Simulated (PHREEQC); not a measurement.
**Acid mine or pickling water: an equilibrium model**

Model water analysis in mg/kgw, 35 °C, pH 3.78, pe 10.9:

```
constituent  mg/kgw
-----------  ------
Na              281
K              19.1
Ca              116
Mg             58.6
Cl              243
S(6) as SO4     840
Cu(2)          9.59
```

Valence states are taken as typed.

The numbers come from PHREEQC with the ion-association model, wateq4f.dat.

The ionic strength is 0.0307 mol/kgw. The total alkalinity is -0.275 meq/kg and the charge-balance error is -1.1 %.

```
species  molality  activity   log γ
-------  --------  --------  ------
Na+        0.0120    0.0102  -0.072
Cl-       0.00685   0.00576  -0.075
SO4-2     0.00669   0.00348  -0.284
Ca+2      0.00207   0.00109  -0.277
Mg+2      0.00155  0.000830  -0.270
MgSO4    0.000864  0.000870   0.003
CaSO4    0.000825  0.000831   0.003
K+       0.000475  0.000399  -0.075
NaSO4-   0.000222  0.000189  -0.069
H+       0.000190  0.000166  -0.060
Cu+2     0.000106   5.70e-5  -0.270
HSO4-     8.33e-5   7.05e-5  -0.072
CuSO4     4.30e-5   4.33e-5   0.003
KSO4-     1.36e-5   1.16e-5  -0.069
CuCl+     1.68e-6   1.42e-6  -0.074
CaHSO4+   1.09e-6   9.26e-7  -0.073
```

Precipitation was switched off in this run. Complexes and solids missing from the database can't appear.
